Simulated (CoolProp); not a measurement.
Vapour-liquid equilibrium of benzene (1) + m-xylene (2) at 0.48 MPa; x and y are mole fractions of (1).

Computed with CoolProp (multi-fluid Helmholtz-energy mixture model, Thol 2012 and Zhou 2012; pair parameters Bell 2016).

```json
[
 {"x": "0.05", "bubble temperature, mixture model (°C)": "202.7", "bubble temperature, Raoult's law (°C)": "202.2", "y, mixture model": "0.133", "y, Raoult's law": "0.155"},
 {"x": "0.2", "bubble temperature, mixture model (°C)": "188.0", "bubble temperature, Raoult's law (°C)": "186.6", "y, mixture model": "0.436", "y, Raoult's law": "0.480"},
 {"x": "0.35", "bubble temperature, mixture model (°C)": "175.8", "bubble temperature, Raoult's law (°C)": "174.3", "y, mixture model": "0.636", "y, Raoult's law": "0.676"},
 {"x": "0.5", "bubble temperature, mixture model (°C)": "165.6", "bubble temperature, Raoult's law (°C)": "164.2", "y, mixture model": "0.772", "y, Raoult's law": "0.802"},
 {"x": "0.65", "bubble temperature, mixture model (°C)": "156.8", "bubble temperature, Raoult's law (°C)": "155.8", "y, mixture model": "0.868", "y, Raoult's law": "0.886"},
 {"x": "0.8", "bubble temperature, mixture model (°C)": "149.3", "bubble temperature, Raoult's law (°C)": "148.7", "y, mixture model": "0.936", "y, Raoult's law": "0.946"},
 {"x": "0.95", "bubble temperature, mixture model (°C)": "142.7", "bubble temperature, Raoult's law (°C)": "142.6", "y, mixture model": "0.986", "y, Raoult's law": "0.988"}
]
```

The largest gap from Raoult's law is +1.5 K in bubble temperature, at x = 0.35. No azeotrope shows between x = 0.05 and 0.95.

The pair parameters rest on a limited set of measurements; away from them the model extrapolates.
